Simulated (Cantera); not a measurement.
Input: 1 mol SiO2, 7.5 mol HF, 0.097 mol O2, equilibrated at 500 °C and 3.90 Pa.

Equilibrium computed with Cantera from the NASA thermochemical tables; the gas is ideal and each condensed phase is pure. Candidate condensed phases: H2O, Si, SiO2; 38 gas species. Kinetics and transport are ignored.

Base state: HF 0.737, H2O 0.166, SiF4 0.0831, O2 0.0138 (mole fractions); condensed: SiO2(α-quartz).

Task: What changes in the equilibrium state with this change: SiO2 replaced by MgO?

Result: 
```
species              before   after
-------------------  ------  ------
HF                    0.737   0.834
H2O                   0.166   0.152
O2                   0.0138  0.0147
SiF4                 0.0831       0
SiO2(α-quartz), mol   0.417       0
MgF2(s), mol              0    1.00
```
Further candidate phases: Mg, MgF2, MgO, Mg(OH)2.

Task: What changes in the equilibrium state with this change: pressure from 3.90 Pa to 1.40 Pa?

Result: 
| species | before | after |
|---|---|---|
| HF | 0.737 | 0.792 |
| H2O | 0.166 | 0.130 |
| SiF4 | 0.0831 | 0.0649 |
| O2 | 0.0138 | 0.0136 |
| SiO2(α-quartz), mol | 0.417 | 0.537 |
